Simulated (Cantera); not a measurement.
Mixture: 8.14 % CO, 9.77 % H2, 4.40 % CH4, 11.1 % O2, 66.6 % N2, at 278 Torr, adiabatic and at constant pressure. Ignition delay is the time to a rise of 400 K.

Detailed kinetics in Cantera: GRI-Mech 3.0 (53 species, 325 reactions).

**Question.** Predict: delay at 1050 K; delay at 1250 K; delay at 1450 K; delay at 1650 K; apparent activation energy between 1550 and 1750 K.

**Answer.** 
```json
{
  "delay at 1050 K": "5.22 ms",
  "delay at 1250 K": "0.860 ms",
  "delay at 1450 K": "0.265 ms",
  "delay at 1650 K": "0.119 ms",
  "apparent activation energy between 1550 and 1750 K": "79 kJ/mol"
}
```
